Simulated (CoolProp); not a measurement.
Saturation properties of R1336mzz(Z).

Values from CoolProp's reference Helmholtz-energy equation of state, McLinden 2020.

| T (°C) | p (kPa) | liquid density (kg/m³) | vapour density (kg/m³) | enthalpy of vaporisation (kJ/kg) | liquid cp (kJ/(kg K)) |
|---|---|---|---|---|---|
| 33.65 | 102.1 | 1342 | 6.927 | 164.5 | 1.239 |
| 40.35 | 129.6 | 1324 | ? | 161.3 | 1.253 |
| 47.15 | 163.1 | 1305 | 10.83 | 157.9 | ? |
| 53.85 | 202.5 | 1286 | 13.34 | 154.5 | 1.282 |
| 60.65 | ? | 1266 | ? | ? | 1.298 |
| 67.35 | 303.6 | 1247 | ? | 147.3 | 1.314 |
| 74.15 | 367.3 | 1226 | 23.88 | ? | 1.331 |
| 80.85 | 439.6 | 1204 | 28.57 | 139.5 | 1.348 |
| 87.55 | 522.2 | ? | 34.01 | 135.4 | 1.368 |
| 94.35 | 617.6 | 1159 | 40.43 | 131.0 | 1.389 |
| 101.05 | 723.9 | 1135 | 47.76 | 126.3 | 1.413 |
| 107.85 | 845.3 | 1109 | 56.40 | 121.4 | 1.440 |
| 114.55 | 979.5 | 1083 | 66.33 | 116.1 | 1.471 |
| 121.35 | 1132 | 1054 | 78.14 | 110.4 | 1.509 |
| 128.05 | 1299 | 1023 | 91.89 | 104.2 | 1.555 |

### Question
Complete the blanks.

### Answer

- 40.35, vapour density (kg/m³): 8.693
- 47.15, liquid cp (kJ/(kg K)): 1.267
- 60.65, p (kPa): 249.5
- 60.65, vapour density (kg/m³): 16.33
- 60.65, enthalpy of vaporisation (kJ/kg): 151.0
- 67.35, vapour density (kg/m³): 19.78
- 74.15, enthalpy of vaporisation (kJ/kg): 143.5
- 87.55, liquid density (kg/m³): 1182

It boils at 33.5 °C under 1 atm.
